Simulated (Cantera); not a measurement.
## Ta(OEt)5 + CO2 + H2 (tantalum, niobium, vanadium and zirconium in process gases)

Input: 1 mol Ta(OEt)5, 7.8 mol CO2, 71 mol H2, equilibrated at 1475 K.

Method: chemical equilibrium by Gibbs-energy minimisation in Cantera with the NASA 1993 tables (ideal gas, pure condensed phases). Candidate condensed phases: C, C6H6, C7H8, C8H18, H2O, Ta, TaC, Ta2O5; 113 gas species. The feed counts by its element totals alone. Rates play no part.

From 0.100 Pa to 10.0 bar the condensed part is Ta2O5(s).

```json
[
 {"P (Pa)": "0.100", "log p H2": "-6.09", "log p CO": "-6.76", "log p H": "-7.93", "log p H2O": "-8.57", "n Ta2O5(s)": "0.500"},
 {"P (Pa)": "0.600", "log p H2": "-5.31", "log p CO": "-5.98", "log p H": "-7.54", "log p H2O": "-7.79", "n Ta2O5(s)": "0.500"},
 {"P (Pa)": "3.60", "log p H2": "-4.53", "log p CO": "-5.20", "log p H": "-7.15", "log p H2O": "-7.01", "n Ta2O5(s)": "0.500"},
 {"P (Pa)": "22", "log p H2": "-3.74", "log p CO": "-4.41", "log p H": "-6.76", "log p H2O": "-6.22", "n Ta2O5(s)": "0.500"},
 {"P (Pa)": "130", "log p H2": "-2.97", "log p CO": "-3.64", "log p H": "-6.37", "log p H2O": "-5.45", "n Ta2O5(s)": "0.500"},
 {"P (Pa)": "770", "log p H2": "-2.20", "log p CO": "-2.87", "log p H": "-5.99", "log p H2O": "-4.68", "n Ta2O5(s)": "0.500"},
 {"P (Pa)": "4600", "log p H2": "-1.42", "log p CO": "-2.09", "log p H": "-5.60", "log p H2O": "-3.90", "n Ta2O5(s)": "0.500"},
 {"P (Pa)": "28000", "log p H2": "-0.64", "log p CO": "-1.31", "log p H": "-5.21", "log p H2O": "-3.11", "n Ta2O5(s)": "0.500"},
 {"P (Pa)": "170000", "log p H2": "0.14", "log p CO": "-0.53", "log p H": "-4.81", "log p H2O": "-2.26", "n Ta2O5(s)": "0.500"},
 {"P (Pa)": "1000000", "log p H2": "0.91", "log p CO": "0.23", "log p H": "-4.43", "log p H2O": "-1.06", "n Ta2O5(s)": "0.500"}
]
```
log p: log10 of the partial pressure in bar; n: condensed amount in mol.
